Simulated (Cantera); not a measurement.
## Metals in furnace atmospheres: Pb + H₂O + N₂

Input: 1 mol Pb, 2.4 mol H₂O, 75 mol N₂, equilibrated at 852 °C and 5.30 bar.

Method: chemical equilibrium by Gibbs-energy minimisation in Cantera with the NASA 1993 tables (ideal gas, pure condensed phases). Candidate condensed phases: H₂O, Pb, PbO, PbO₂, Pb₃O₄; 27 gas species. Mutual solubility and eutectic melting of coexisting phases are not modelled. The numbers say what is thermodynamically allowed, not how fast it happens.

- x(N₂): 0.969
- x(H₂O): 0.0310
- x(Pb): 3.57e-5
- x(H₂): 6.91e-6
- x(PbO): 2.27e-6
- n(Pb(l)): 0.997 mol
- n(PbO(yellow)): 0.000359 mol
- gas amount: 77.40 mol
- log10 activity of PbO₂(s) (absent): -7.40
